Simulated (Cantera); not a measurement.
A Cantera script and its output.

```python
import numpy as np
import cantera as ct

gas = ct.Solution("gri30.yaml")
gas.TPX = 1523, 1400000, {'CH3OH': 1, 'O2': 0.833, 'N2': 3.13}
reactor = ct.IdealGasReactor(gas, energy="on", clone=False)
net = ct.ReactorNet([reactor])
net.rtol, net.atol = 1e-08, 1e-16
show = ['CH3OH', 'O2', 'C2H4', 'CH2O', 'CO2']
times = np.geomspace(2e-06, 8, 15)

steps = ct.SolutionArray(gas, extra=["t"])
rows = []
print(f"{'t/s':>10s}{'T/K':>9s}{'P/Pa':>11s}" + "".join(f"{s:>11s}" for s in show))
for t in times:
    while net.time < t:
        t_next = net.step()
        steps.append(gas.state, t=t_next)
    rows.append([np.interp(t, steps.t, y) for y in (steps.T, steps.P, *steps(*show).X.T)])
    print(f"{t:10.3e}{rows[-1][0]:9.1f}{rows[-1][1]:11.4g}" + "".join(f"{x:11.3e}" for x in rows[-1][2:]))
rate = np.gradient(steps.T, steps.t)
print("integrator steps:", len(steps.t))
if steps.T.max() > steps.T[0] + 200:
    print(f"time of steepest temperature rise: {steps.t[rate.argmax()]:.4e} s")
gas.TPX = 1523, 1400000, {'CH3OH': 1, 'O2': 0.833, 'N2': 3.13}
gas.equilibrate("UV")
print(f"equilibrium (UV): T = {gas.T:.1f} K  " + "  ".join(f"{s} {gas[s].X[0]:.3e}" for s in show))
```

Result:

```
       t/s      T/K       P/Pa      CH3OH         O2       C2H4       CH2O        CO2
 2.000e-06   1523.2  1.401e+06  2.010e-01  1.675e-01  1.502e-08  3.227e-04  1.152e-05
 5.924e-06   1525.9  1.405e+06  1.987e-01  1.663e-01  4.288e-08  2.114e-03  3.533e-05
 1.755e-05   3045.9  3.492e+06  9.227e-12  4.480e-04  6.198e-16  1.624e-07  3.879e-02
 5.197e-05   3039.3  3.485e+06  9.451e-12  4.158e-04  6.637e-16  1.636e-07  3.854e-02
 1.539e-04   3036.2  3.482e+06  9.546e-12  4.045e-04  6.813e-16  1.641e-07  3.843e-02
 4.559e-04   3036.1  3.482e+06  9.547e-12  4.043e-04  6.815e-16  1.641e-07  3.843e-02
 1.350e-03   3036.1  3.482e+06  9.547e-12  4.043e-04  6.815e-16  1.641e-07  3.843e-02
 4.000e-03   3036.1  3.482e+06  9.547e-12  4.043e-04  6.815e-16  1.641e-07  3.843e-02
 1.185e-02   3036.1  3.482e+06  9.547e-12  4.043e-04  6.815e-16  1.641e-07  3.843e-02
 3.509e-02   3036.1  3.482e+06  9.547e-12  4.043e-04  6.815e-16  1.641e-07  3.843e-02
 1.039e-01   3036.1  3.482e+06  9.547e-12  4.043e-04  6.815e-16  1.641e-07  3.843e-02
 3.079e-01   3036.1  3.482e+06  9.547e-12  4.043e-04  6.815e-16  1.641e-07  3.843e-02
 9.119e-01   3036.1  3.482e+06  9.547e-12  4.043e-04  6.815e-16  1.641e-07  3.843e-02
 2.701e+00   3036.1  3.482e+06  9.547e-12  4.043e-04  6.815e-16  1.641e-07  3.843e-02
 8.000e+00   3036.1  3.482e+06  9.547e-12  4.043e-04  6.815e-16  1.641e-07  3.843e-02
integrator steps: 1812
time of steepest temperature rise: 1.4699e-05 s
equilibrium (UV): T = 3036.1 K  CH3OH 9.900e-12  O2 4.043e-04  C2H4 7.389e-16  CH2O 1.641e-07  CO2 3.843e-02
```

Detailed kinetics in Cantera: GRI-Mech 3.0 (53 species, 325 reactions). GRI-Mech 3.0 was tuned for natural gas; its chemistry of methanol as a main component is partial and can be far from experiment. The pressure lies above the range GRI-Mech 3.0 was tuned for (to about 10 atm). Above 3000 K some thermodynamic fits are extrapolated.
